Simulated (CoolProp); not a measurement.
Vapour pressure (MPa) of R21: the reference equation beside estimates from Tc = 179.6 °C, pc = 5.289 MPa, ω = 0.206. Clausius-Clapeyron is anchored at 30.55 °C with a constant enthalpy of vaporisation of 23.37 kJ/mol.

The numbers come from the reference Helmholtz-energy equation of state, Platzer 1990 in CoolProp. This equation is an older, rougher fit; its heat capacities, sound speeds and derivatives of the liquid may be far off and weren't checked against measurements.

| T (°C) | reference | Clausius-Clapeyron | van der Waals | Redlich-Kwong | Soave-Redlich-Kwong |
|---|---|---|---|---|---|
| -10.05 | 0.04574 | 0.05259 | 0.3812 | 0.07683 | 0.04541 |
| 0.05 | 0.07107 | 0.07805 | 0.4749 | 0.1150 | 0.07050 |
| 10.25 | 0.1069 | 0.1130 | 0.5843 | 0.1668 | 0.1060 |
| 20.35 | 0.1551 | 0.1590 | 0.7083 | 0.2336 | 0.1538 |
| 30.55 | 0.2193 | 0.2193 | 0.8502 | 0.3195 | 0.2177 |
| 40.75 | 0.3023 | 0.2963 | 1.010 | 0.4265 | 0.3004 |
| 50.85 | 0.4061 | 0.3917 | 1.186 | 0.5559 | 0.4043 |
| 61.05 | 0.5361 | 0.5104 | 1.383 | 0.7130 | 0.5348 |
| 71.15 | 0.6931 | 0.6532 | 1.597 | 0.8971 | 0.6931 |
| 81.35 | 0.8839 | 0.8262 | 1.835 | 1.115 | 0.8861 |
| 91.45 | 1.108 | 1.029 | 2.091 | 1.364 | 1.114 |
| 101.65 | 1.375 | 1.269 | 2.371 | 1.651 | 1.385 |
| 111.75 | 1.682 | 1.545 | 2.671 | 1.975 | 1.699 |
| 121.95 | 2.040 | 1.866 | 2.996 | 2.342 | 2.066 |

Absolute difference from the reference over all 14 rows, mean and median: Clausius-Clapeyron 6.2 and 6.1 %, van der Waals 248.7 and 175.0 %, Redlich-Kwong 37.4 and 34.9 %, Soave-Redlich-Kwong 0.6 and 0.7 %.
